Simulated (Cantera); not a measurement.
Ignition delay

Mixture: H2 : O2 : N2 = 1 : 0.685 : 2.58 (molar parts), equivalence ratio 0.73, at 1000000 Pa, adiabatic and at constant volume. Ignition delay is the time to a rise of 400 K.

Cantera simulation using GRI-Mech 3.0 (53 species, 325 reactions); the numbers are that mechanism's predictions, not measurements. The hydrogen kinetics of GRI-Mech 3.0 are dated; newer H2 mechanisms differ, most at raised pressure.

```
T0 (K)  delay (ms)
------  ----------
1200        0.0632
1275       0.00673
1350       0.00312
1425       0.00199
1500       0.00143
```

```json
{
  "apparent activation energy between 1350 and 1500 K": "87 kJ/mol"
}
```
